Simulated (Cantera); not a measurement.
What does this Cantera script print?

```python
import numpy as np
import cantera as ct

gas = ct.Solution("gri30.yaml", transport_model="multicomponent")
show = ['CO2', 'N2', 'O']

rows = []
print(f"{'T/K':>7s}{'rho':>11s}{'cp':>10s}{'mu':>11s}{'lambda':>11s}{'Pr':>7s}" + "".join(f"{'D_' + s:>11s}" for s in show))
for T in [400, 650, 900, 1150, 1400, 1650]:
    gas.TPX = T, 21, {'NO': 0.27, 'H2O': 0.46, 'N2O': 0.8}
    Pr = gas.cp_mass * gas.viscosity / gas.thermal_conductivity
    D = [gas.mix_diff_coeffs_mole[gas.species_index(s)] for s in show]
    rows.append([gas.density, gas.cp_mass, gas.viscosity, gas.thermal_conductivity, Pr, *D])
    print(f"{T:7g}{gas.density:11.4e}{gas.cp_mass:10.1f}{gas.viscosity:11.4e}"
          f"{gas.thermal_conductivity:11.4e}{Pr:7.3f}" + "".join(f"{d:11.4e}" for d in D))
print("SI units: kg/m3, J/kg/K, Pa s, W/m/K, m2/s")
```

It prints:

```
    T/K        rho        cp         mu     lambda     Pr      D_CO2       D_N2        D_O
    400 2.1295e-04    1124.4 1.8863e-05 3.0816e-02  0.688 1.0846e-01 1.4786e-01 2.3600e-01
    650 1.3105e-04    1263.5 2.8599e-05 5.2547e-02  0.688 2.6572e-01 3.4858e-01 5.5119e-01
    900 9.4644e-05    1368.4 3.7031e-05 7.3736e-02  0.687 4.7330e-01 6.0936e-01 9.5953e-01
   1150 7.4069e-05    1443.6 4.4580e-05 9.3876e-02  0.686 7.2407e-01 9.2268e-01 1.4498e+00
   1400 6.0842e-05    1502.9 5.1487e-05 1.1315e-01  0.684 1.0137e+00 1.2838e+00 2.0148e+00
   1650 5.1624e-05    1551.2 5.7905e-05 1.3163e-01  0.682 1.3391e+00 1.6895e+00 2.6495e+00
SI units: kg/m3, J/kg/K, Pa s, W/m/K, m2/s
```

Model: GRI-Mech 3.0 (53 species, 325 reactions), integrated in Cantera. Polar gases are described roughly by these parameters. The composition is frozen, though it would react at the higher temperatures.
